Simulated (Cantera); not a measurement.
Input: 1 mol Si, 0.67 mol O2, 3.2 mol N2, at 1150 °C and 0.120 Pa.

Equilibrium computed with Cantera from the NASA thermochemical tables; the gas is ideal and each condensed phase is pure. Candidate condensed phases: Si, SiO2, Si2N2O, Si3N4; 16 gas species. The tables hold silica as quartz up to 1696 K and as liquid above; real silica turns to tridymite and cristobalite and melts near 1996 K. Kinetics and transport are ignored.

Problem. What is the equilibrium state?

Solution. 
```json
{
 "x(N2)": "0.829",
 "x(SiO)": "0.171",
 "n(SiO2(β-quartz))": "0.340 mol",
 "gas_amount": "3.860 mol",
 "log10 activity of Si(s) (absent)": "-5.52"
}
```
